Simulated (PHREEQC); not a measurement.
Make-up at 31 °C: 0.0024 mol MnSO4 and 0.0051 mol NaCl per kg of water. Closed to the air; pH follows from the charge balance.

Computed with PHREEQC (ion-association model, wateq4f.dat).

Each row changes one thing in this solution. No solid was allowed to form.

| case | pH | ionic strength (mol/kgw) |
|---|---|---|
| as made | 6.60 | 0.0132 |
| 0.0014 mol/kgw KHCO3 added | ___ | 0.0142 |
| NaCl left out | 6.60 | 0.00805 |
| NaCl from 0.0051 to 0.051 mol/kgw | ___ | 0.0591 |
| MnSO4 from 0.0024 to 0.0012 mol/kgw | ___ | 0.00941 |
| MnSO4 replaced by MnCl2 at the same molality | 6.55 | 0.0122 |
| NaCl replaced by NaNO3 at the same molality | 6.60 | 0.0133 |
| MnSO4 replaced by Mn(NO3)2 at the same molality | 6.55 | 0.0122 |
| MnSO4 left out | 6.90 | 0.00510 |

Task: What belongs in the gaps?

Result: 
- 0.0014 mol/kgw KHCO3 added, pH: 7.31
- NaCl from 0.0051 to 0.051 mol/kgw, pH: 6.64
- MnSO4 from 0.0024 to 0.0012 mol/kgw, pH: 6.68

Species that the database lacks are ignored. Some of these states are supersaturated (in Rhodochrosite, for instance).
